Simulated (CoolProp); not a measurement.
Properties of n-perfluorobutane at several states (Tc = 113.2 °C, pc = 23.22 bar, ω = 0.372).

Model: reference Helmholtz-energy equation of state, Gao 2022, in CoolProp.

```json
[
 {"T (°C)": "125.65", "p (bar)": "0.196", "phase": "gas", "density (kg/m³)": "1.410", "cv (kJ/(kg K))": "0.9164", "Joule-Thomson coefficient (K/MPa)": "6.448", "isothermal compressibility (1/MPa)": "51.14", "expansivity (1/kK)": "2.529"},
 {"T (°C)": "-118.05", "p (bar)": "16.2", "phase": "liquid", "density (kg/m³)": "2008", "cv (kJ/(kg K))": "0.7128", "Joule-Thomson coefficient (K/MPa)": "-0.3530", "isothermal compressibility (1/MPa)": "0.0009970", "expansivity (1/kK)": "1.905"},
 {"T (°C)": "122.25", "p (bar)": "100", "phase": "supercritical", "density (kg/m³)": "1212", "cv (kJ/(kg K))": "0.9559", "Joule-Thomson coefficient (K/MPa)": "0.2421", "isothermal compressibility (1/MPa)": "0.01547", "expansivity (1/kK)": "3.422"},
 {"T (°C)": "-22.65", "p (bar)": "8.04", "phase": "liquid", "density (kg/m³)": "1671", "cv (kJ/(kg K))": "0.8317", "Joule-Thomson coefficient (K/MPa)": "-0.2711", "isothermal compressibility (1/MPa)": "0.002548", "expansivity (1/kK)": "2.043"},
 {"T (°C)": "-10.65", "p (bar)": "4.69", "phase": "liquid", "density (kg/m³)": "1628", "cv (kJ/(kg K))": "0.8456", "Joule-Thomson coefficient (K/MPa)": "-0.2458", "isothermal compressibility (1/MPa)": "0.003002", "expansivity (1/kK)": "2.144"}
]
```
